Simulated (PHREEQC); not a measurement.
Make-up at 25 °C: 1.3 mmol/kgw Cu(BF4)2 and 2.8 mmol/kgw HNO3. Closed to the air; pH follows from the charge balance.

The numbers come from PHREEQC with the ion-association model, phreeqc.dat.

Precipitation was switched off in this run.

Problem. Order these B species by the share of B that they hold, largest first: H3BO3, BF3OH-, BF4-, BF2(OH)2-.

Solution. BF4- (55 %), H3BO3 (36 %), BF3OH- (6.5 %), BF2(OH)2- (2.8 %)

Problem. Order these F species by the share of F that they hold, largest first: BF2(OH)2-, F-, BF3OH-, HF, BF4-.

Solution. BF4- (55 %), HF (30 %), F- (8.5 %), BF3OH- (4.8 %), BF2(OH)2- (1.4 %)

The pH is 2.59 and the ionic strength 0.00665 mol/kgw. Species that the database lacks are ignored. Real BF4- forms and hydrolyses slowly; the run takes it at equilibrium.
